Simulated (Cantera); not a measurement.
## Equilibrium for chlorosilane synthesis and conversion: SiCl4 + H2

Feed: 1 mol SiCl4, 3.5 mol H2, at 377 °C and 101000 Pa.

Cantera equilibrium calculation (NASA polynomials, part measured and part estimated; ideal gas, pure solids and liquids). Candidate condensed phases: Si; 19 gas species. The numbers say what is thermodynamically allowed, not how fast it happens.

```yaml
x(H2): 0.774
x(SiCl4): 0.219
x(HCl): 0.00371
x(SiHCl3): 0.00370
x(SiH2Cl2): 3.64e-6
gas_amount: 4.500 mol
log10 activity of Si(s) (absent): -5.85
```
